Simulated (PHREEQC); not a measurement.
Solution (65 °C): 0.015 mol LiOH per kg of water. Closed to the air; pH follows from the charge balance.

The numbers come from PHREEQC with the ion-association model, phreeqc.dat.

This is a speciation only: nothing precipitates in the calculation.

Problem. Predict the pH, specific conductance.

Solution. pH 11.02; specific conductance 6660 µS/cm.

Complexes and solids missing from the database can't appear. Constants without temperature data keep their 25 °C values here.
